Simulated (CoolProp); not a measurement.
Dimethyl carbonate along the isotherm 207.35 °C: density (kg/m³) from the reference equation and from simpler models built on Tc = 283.9 °C, pc = 4.909 MPa, ω = 0.346; each cubic takes its own stable root.

Values from CoolProp's reference Helmholtz-energy equation of state, Zhou 2011.

```json
[
 {"p (MPa)": "1.89", "phase": "liquid", "reference": "780.3", "Redlich-Kwong": "56.56", "Soave-Redlich-Kwong": "668.7"},
 {"p (MPa)": "3.78", "phase": "liquid", "reference": "789.7", "Redlich-Kwong": "643.2", "Soave-Redlich-Kwong": "684.7"},
 {"p (MPa)": "5.66", "phase": "liquid", "reference": "798.1", "Redlich-Kwong": "661.8", "Soave-Redlich-Kwong": "…"},
 {"p (MPa)": "7.55", "phase": "liquid", "reference": "805.9", "Redlich-Kwong": "677.4", "Soave-Redlich-Kwong": "…"},
 {"p (MPa)": "9.44", "phase": "liquid", "reference": "813.0", "Redlich-Kwong": "691.0", "Soave-Redlich-Kwong": "721.0"},
 {"p (MPa)": "11.3", "phase": "liquid", "reference": "819.5", "Redlich-Kwong": "702.8", "Soave-Redlich-Kwong": "730.5"},
 {"p (MPa)": "13.2", "phase": "liquid", "reference": "825.8", "Redlich-Kwong": "713.6", "Soave-Redlich-Kwong": "739.4"},
 {"p (MPa)": "15.1", "phase": "liquid", "reference": "831.7", "Redlich-Kwong": "723.5", "Soave-Redlich-Kwong": "747.6"},
 {"p (MPa)": "17", "phase": "liquid", "reference": "837.3", "Redlich-Kwong": "…", "Soave-Redlich-Kwong": "755.2"},
 {"p (MPa)": "18.9", "phase": "liquid", "reference": "842.6", "Redlich-Kwong": "740.8", "Soave-Redlich-Kwong": "762.3"},
 {"p (MPa)": "20.8", "phase": "liquid", "reference": "…", "Redlich-Kwong": "748.5", "Soave-Redlich-Kwong": "768.9"},
 {"p (MPa)": "22.7", "phase": "liquid", "reference": "852.5", "Redlich-Kwong": "755.7", "Soave-Redlich-Kwong": "775.2"},
 {"p (MPa)": "24.5", "phase": "liquid", "reference": "856.9", "Redlich-Kwong": "762.1", "Soave-Redlich-Kwong": "…"}
]
```

Question: Some entries are withheld; supply them.

Answer: 
- 5.66, Soave-Redlich-Kwong: 698.3
- 7.55, Soave-Redlich-Kwong: 710.3
- 17, Redlich-Kwong: 732.5
- 20.8, reference: 847.6
- 24.5, Soave-Redlich-Kwong: 780.8

At some of these states Redlich-Kwong gives the other phase, because its saturation line lies elsewhere.
